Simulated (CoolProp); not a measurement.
Properties of R22 along the isobar 0.621 MPa (Tc = 369.3 K, pc = 4.990 MPa, ω = 0.221).

Computed with CoolProp (reference Helmholtz-energy equation of state, Kamei 1995).

```
T (K)  phase  speed of sound (m/s)  expansivity (1/kK)  conductivity (mW/(m K))
-----  -----  --------------------  ------------------  -----------------------
302.3    gas                 172.7               4.587                     12.0
308      gas                 174.9               4.394                     12.4
313.7    gas                 177.1               4.221                     12.8
319.4    gas                 179.3               4.066                     13.1
325.2    gas                 181.4               3.924                     13.5
330.9    gas                 183.4               3.796                     13.9
336.6    gas                 185.4               3.679                     14.3
342.3    gas                 187.3               3.571                     14.7
348      gas                 189.2               3.472                     15.1
353.8    gas                 191.0               3.377                     15.5
359.5    gas                 192.9               3.291                     16.0
```

Thermal conductivity comes from a separate model (McLinden 2000), an estimate that may be off by 10 % or more.
